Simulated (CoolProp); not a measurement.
R1233zd(E) at several states: density (kg/m³) from the reference equation and from simpler models built on Tc = 165.7 °C, pc = 3583 kPa, ω = 0.304; each cubic takes its own stable root.

Model: reference Helmholtz-energy equation of state, Akasaka 2022, in CoolProp.

```csv
T (°C),p (kPa),phase,reference
-77.95,15.9,liquid,1487
-53.45,20600,liquid,1463
157.65,15400,liquid,993.7
```

Task: How far does each simpler model (Redlich-Kwong, Soave-Redlich-Kwong, Peng-Robinson) lie from the reference over these 3 states: mean and median of the absolute difference, and the worst?

Result: 
- Redlich-Kwong: mean 11.8 %, median 12.2 %, worst -13.4 % at -77.95 °C and 15.9 kPa
- Soave-Redlich-Kwong: mean 10.5 %, median 10.6 %, worst -11.6 % at -77.95 °C and 15.9 kPa
- Peng-Robinson: mean 0.7 %, median 0.7 %, worst +1.1 % at 157.65 °C and 15400 kPa
